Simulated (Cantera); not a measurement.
A perfectly stirred reactor is fed with 10.7 % H₂, 21.0 % O₂, 68.3 % N₂, at 700 Pa; it is held at 1425 K, and followed from long to short residence time.

Computed with Cantera and the H2/O2 subset of GRI-Mech 3.0, which has no nitrogen chemistry. Radical loss at walls, strong at low pressure, is not modelled. The temperature is held fixed by assumption; the heat of reaction is taken as removed at once.

One state of this run: x H₂ = 0.0274; x O₂ = 0.166; x H₂O = 0.0574; x HO₂ = 4.67e-7; x H₂O₂ = 3.69e-8; x H = 0.0346; x OH = 0.00893. x: mole fraction; the columns are a selection and need not sum to one.

Task: Which value of τ (s) does it belong to?
(A) 0.43
(B) 0.040
(C) 0.012
(D) 0.0011

Result: D, 0.0011
